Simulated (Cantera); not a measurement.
Feed: 1 mol Si2Cl6, 2.3 mol N2, 40 mol H2, at 0.440 bar.

These are equilibrium values from Cantera (NASA tables, ideal gas, pure condensed phases), not measurements of a reactor. Candidate condensed phases: NH4Cl, Si, Si3N4; 28 gas species. The feed counts by its element totals alone. N2 is the only nitrogen source here; it is nearly inert below about 1500 K, so the nitride shown seldom forms there in practice. Equilibrium is a limit: real reactors are often held back by kinetics, nucleation or transport.

Over these rows the condensed part is Si3N4(s). Partial pressures as log10 of bar:

| T (K) | 1000/T (1/K) | log p SiCl2 | log p H2 | log p HCl | log p N2 |
|---|---|---|---|---|---|
| 1375 | 0.7273 | -3.90 | -0.43 | -1.23 | -2.00 |
| 1425 | 0.7018 | -3.56 | -0.43 | -1.23 | -2.00 |
| 1475 | 0.6780 | -3.25 | -0.43 | -1.24 | -1.99 |
| 1525 | 0.6557 | -2.98 | -0.43 | -1.25 | -1.97 |
| 1575 | 0.6349 | ? | -0.43 | -1.26 | -1.95 |
| 1625 | 0.6154 | -2.53 | -0.43 | -1.28 | -1.92 |

Question: Fit log p(SiCl2) = a + b·(1000/T) to the five rows, give the apparent enthalpy, and predict the row at 1575 K.

Answer: Means: 1000/T = 0.6756, log p = -3.244. Sxy = -0.090445, Sxx = 0.0073851, so b = -12.25 and a = -3.244 − (-12.25)×0.6756 = 5.03.
Apparent enthalpy: −19.145 × (-12.25) = 235 kJ/mol. With the condensed phases at unit activity, 1/3 Si3N4(s) + 2 HCl(g) = SiCl2(g) + H2(g) + 2/3 N2(g) links this pressure to the main gases: over the six rows their terms move log p by -0.15 in all, so the slope isn't that reaction's ΔH° alone. The five rows lie within 0.03 of the line.
Prediction at 1575 K: 5.03 + (-12.25)×0.6349 = -2.75. The computed value is -2.74, 0.01 from the line.
